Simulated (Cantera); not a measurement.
Cantera run, input and output.

```python
import numpy as np
import cantera as ct

gas = ct.Solution("gri30.yaml")
gas.TPX = 675, 180000, {'CH4': 1, 'O2': 3.85, 'N2': 28.1}
inlet = ct.Reservoir(gas, clone=True)
gas.equilibrate("HP")  # start burning
reactor = ct.IdealGasConstPressureReactor(gas, energy="on", clone=False)
exhaust = ct.Reservoir(gas, clone=True)
tau = [0.023, 0.011, 0.0053, 0.0025, 0.0012, 0.00058, 0.00028, 0.00013, 6.3e-05, 3e-05, 1.4e-05, 6.9e-06, 3.3e-06][0]
for a, b in ((inlet, reactor), (reactor, exhaust)):
    ct.MassFlowController(a, b, mdot=lambda t: reactor.mass / tau)
net = ct.ReactorNet([reactor])
show = ['CH4', 'O2', 'HCN', 'CH2O', 'NO', 'N2O', 'HCO']

rows = []
print(f"{'tau/s':>10s}{'T/K':>9s}" + "".join(f"{s:>11s}" for s in show))
for tau in [0.023, 0.011, 0.0053, 0.0025, 0.0012, 0.00058, 0.00028, 0.00013, 6.3e-05, 3e-05, 1.4e-05, 6.9e-06, 3.3e-06]:
    net.initial_time = 0.0
    net.advance(30 * tau)
    before = gas.X
    net.advance(40 * tau)
    drift = np.max(np.abs(gas.X - before) / (gas.X + 1e-9))
    rows.append([gas.T, *gas[show].X, drift])
    print(f"{tau:10.3e}{gas.T:9.1f}" + "".join(f"{x:11.3e}" for x in gas[show].X))
```

It prints:

```
     tau/s      T/K        CH4         O2        HCN       CH2O         NO        N2O        HCO
 2.300e-02   1374.0  1.140e-04  5.691e-02  1.691e-09  8.820e-06  4.289e-07  1.086e-06  3.854e-08
 1.100e-02   1363.2  2.061e-04  5.758e-02  2.242e-09  1.614e-05  2.971e-07  8.687e-07  8.348e-08
 5.300e-03   1337.5  4.594e-04  5.929e-02  3.233e-09  3.521e-05  1.608e-07  5.714e-07  1.807e-07
 2.500e-03    675.0  3.035e-02  1.168e-01  2.728e-22  1.290e-16  1.687e-21  4.215e-20  1.446e-28
 1.200e-03    675.0  3.035e-02  1.168e-01 -8.928e-26  1.663e-17 -5.520e-25 -1.370e-23  1.864e-29
 5.800e-04    675.0  3.035e-02  1.168e-01  1.438e-27  4.053e-18  8.893e-27  2.464e-25  4.543e-30
 2.800e-04    675.0  3.035e-02  1.168e-01  1.090e-30  9.074e-19  6.737e-30  6.402e-27  1.017e-30
 1.300e-04    675.0  3.035e-02  1.168e-01  8.711e-34  1.968e-19  5.386e-33  1.734e-27  2.206e-31
 6.300e-05    675.0  3.035e-02  1.168e-01  1.464e-36  4.638e-20  9.051e-36  5.949e-28  5.197e-32
 3.000e-05    675.0  3.035e-02  1.168e-01  1.742e-39  1.048e-20  1.078e-38  2.289e-28  1.174e-32
 1.400e-05    675.0  3.035e-02  1.168e-01  1.070e-41  2.341e-21  6.646e-41  9.680e-29  2.620e-33
 6.900e-06    675.0  3.035e-02  1.168e-01  5.211e-44  5.627e-22  3.632e-43  4.554e-29  6.284e-34
 3.300e-06    675.0  3.035e-02  1.168e-01  7.154e-46  1.334e-22  9.256e-45  2.158e-29  1.484e-34
```

Computed with Cantera and GRI-Mech 3.0 (53 species, 325 reactions).
